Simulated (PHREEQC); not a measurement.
Solution (25 °C): 29 mmol/kgw NH4HF2, 72 mmol/kgw H2SiF6, 0.11 mmol/kgw H3BO3 and 0.062 mmol/kgw H2SO4. It is in equilibrium with CO2 at log p = -2 (atm). Otherwise closed; pH follows from the charge balance.

Model: ion-association model, wateq4f.dat, run in PHREEQC.

Q: The ionic strength comes out as 0.217 mol/kgw. What activity coefficients do H+, SiF6-2, NH4+, NH4SO4-, F- get?

A: H+ 0.79, SiF6-2 0.29, NH4+ 0.74, NH4SO4- 0.73, F- 0.70.

This is a speciation only: nothing precipitates in the calculation. Species that the database lacks are ignored. SiF6-2 is the database's only silicon fluoride. Real BF4- forms and hydrolyses slowly; the run takes it at equilibrium.
